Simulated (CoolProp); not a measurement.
Vapour-liquid equilibrium of R22 (1) + n-pentane (2) at 0.194 bar; x and y are mole fractions of (1).

Model: multi-fluid Helmholtz-energy mixture model, Kamei 1995 and Thol 2019; pair parameters Bell 2016, in CoolProp.

```csv
x,bubble temperature (K),y at the bubble point,dew temperature at overall composition x (K),liquid density (mol/L)
0.05,237.7,0.819,267.1,9.612
0.15,218.1,___,264.8,10.33
0.25,211.2,___,262.3,10.93
0.35,208.1,0.984,259.6,11.54
0.45,206.6,0.987,256.4,12.18
0.55,205.8,0.988,252.7,___
0.65,205.3,0.989,248.3,13.65
0.75,___,0.990,242.8,___
0.85,204.0,0.993,234.9,___
0.95,203.0,0.997,___,16.63
```

What belongs in the gaps?


- 0.15, y at the bubble point: 0.958
- 0.25, y at the bubble point: 0.978
- 0.55, liquid density (mol/L): 12.88
- 0.75, bubble temperature (K): 204.7
- 0.75, liquid density (mol/L): 14.51
- 0.85, liquid density (mol/L): 15.49
- 0.95, dew temperature at overall composition x (K): 220.2

No azeotrope shows between x = 0.05 and 0.95.

The pair parameters rest on a limited set of measurements; away from them the model extrapolates. With so large a gap from Raoult's law the liquid may split in two, which this calculation doesn't test in full.
